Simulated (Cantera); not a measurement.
A closed system holds: 1 mol SiH4, 0.035 mol C3H8, 1 mol H2, equilibrated at 2400 °C and 100000 Pa.

Cantera equilibrium calculation (NASA polynomials, part measured and part estimated; ideal gas, pure solids and liquids). Candidate condensed phases: C, C6H6, C7H8, C8H18, Si, SiC; 87 gas species. Mutual solubility and eutectic melting of coexisting phases are not modelled. Gases not in the tables: Si2H6 and higher silanes. Kinetics and transport are ignored.

Base state: H2 0.923, H 0.0492, Si 0.0159, Si2C 0.00344, SiH 0.00316, C2H2 (acetylene) 0.00242, SiH2 0.00169, SiC2 0.000804 (mole fractions); condensed: Si(l) + SiC(s).

### Question
What changes in the equilibrium state with this change: temperature from 2400 °C to 1525 °C?

### Answer
```json
[
 {"species": "H2", "before": "0.923", "after": "1.000"},
 {"species": "H", "before": "0.0492", "after": "0.000352"},
 {"species": "SiH2", "before": "0.00169", "after": "2.95e-5"},
 {"species": "Si", "before": "0.0159", "after": "3.08e-6"},
 {"species": "SiC2", "before": "0.000804", "after": "<1e-9"},
 {"species": "Si2C", "before": "0.00344", "after": "3.24e-8"},
 {"species": "Si(l), mol", "before": "0.830", "after": "0.895"},
 {"species": "SiC(s), mol", "before": "0.0720", "after": "0.105"}
]
```
